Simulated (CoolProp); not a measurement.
200 sccm (0 °C, 1 atm) of nitrogen bubbles through liquid hexamethyldisiloxane (MM) at 328.2 K and leaves saturated at a total pressure of 0.15 MPa (ideal gas phase). Each further row changes one setting.

The numbers come from the reference Helmholtz-energy equation of state, Thol 2016 in CoolProp.

```
case                      vapour pressure (kPa)  mole fraction of vapour  delivery (mg/min)  delivery (sccm)  change of delivery for a bath 1 K warmer (%)
------------------------  ---------------------  -----------------------  -----------------  ---------------  --------------------------------------------
as stated                                  21.6                      [?]                [?]             33.6                                           4.8
bath temperature 333.2 K                   26.2                    0.175                307             42.4                                           4.8
total pressure 0.3 MPa                     21.6                   0.0719                [?]              [?]                                           4.4
```

Problem. Some entries are withheld; supply them.

Solution. 
- as stated, mole fraction of vapour: 0.144
- as stated, delivery (mg/min): 243
- total pressure 0.3 MPa, delivery (mg/min): 112
- total pressure 0.3 MPa, delivery (sccm): 15.5
